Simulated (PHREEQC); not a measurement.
A solution holds 0.12 mol/kgw H3PO4, at 74 °C. Closed to the air; pH follows from the charge balance.

All values are PHREEQC results (ion-association model, wateq4f.dat), not measurements.

| quantity | before | after |
|---|---|---|
| pH | 1.69 | 8.81 |
| ionic strength (mol/kgw) | 0.0231 | 0.341 |
| H3PO4 (mol/kgw) | 0.0969 | 1.65e-10 |
| H2PO4- (mol/kgw) | 0.0231 | 0.000678 |
| HPO4-2 (mol/kgw) | 1.44e-7 | 0.109 |

**Question.** Name the change that produced these shifts.
(A) diluted 10-fold with water
(B) H3PO4 from 0.12 to 0.18 mol/kgw
(C) H3PO4 replaced by K2HPO4 at the same molality
(D) H3PO4 from 0.12 to 0.024 mol/kgw
(E) 0.026 mol/kgw HCl added

**Answer.** C, H3PO4 replaced by K2HPO4 at the same molality

No solid was allowed to form. H3PO4, which wateq4f.dat lacks, is added to it with the constant of phreeqc.dat. At this temperature some constants are extrapolated from 25 °C, and those without enthalpy data are left unchanged.
